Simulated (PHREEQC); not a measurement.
A solution holds 0.043 mol/kgw HF, 0.18 mol/kgw NH4HF2 and 0.00011 mol/kgw H2SiF6, at 20 °C. Closed to the air; pH follows from the charge balance.

All values are PHREEQC results (ion-association model, wateq4f.dat), not measurements.

No solid was allowed to form.

Task: Predict the pH, activity of water.

Result: pH 3.08; activity of water 0.992.

Task: In which forms is F present?

Result: F- 32 %, HF 25 %, HF2- 25 %, H2F2 17 % of the F.

wateq4f.dat counts part of the HF as a dimer, H2F2, which phreeqc.dat doesn't know; its constant is uncertain. SiF6-2 is the database's only silicon fluoride.
